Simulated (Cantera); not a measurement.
An isothermal, constant-pressure homogeneous reactor starts with N2O : H2 : N2 = 1 : 0.0065 : 5.1 (molar parts), at 1448 K and 1130 Torr.

Computed with Cantera and GRI-Mech 3.0 (53 species, 325 reactions). GRI-Mech 3.0 was tuned for natural gas; its chemistry of N2O as a main component is partial and can be far from experiment. The temperature is held fixed by assumption; the heat of reaction is taken as removed at once.

**Question.** Predict: x(N2O) at 6.00 s; x(H2) at 6.00 s; x(NO2) at 6.00 s; x(NO) at 6.00 s; x(O2) at 6.00 s.

**Answer.** 
```
Property                                           Result
----------------  ---------------------------------------
x(N2O) at 6.00 s  2.27e-7 (gas-phase equilibrium 5.05e-8)
x(H2) at 6.00 s   2.96e-9 (gas-phase equilibrium 2.72e-9)
x(NO2) at 6.00 s  9.97e-5 (gas-phase equilibrium 2.81e-6)
x(NO) at 6.00 s   0.0236 (gas-phase equilibrium 0.000611)
x(O2) at 6.00 s     0.0634 (gas-phase equilibrium 0.0749)
```
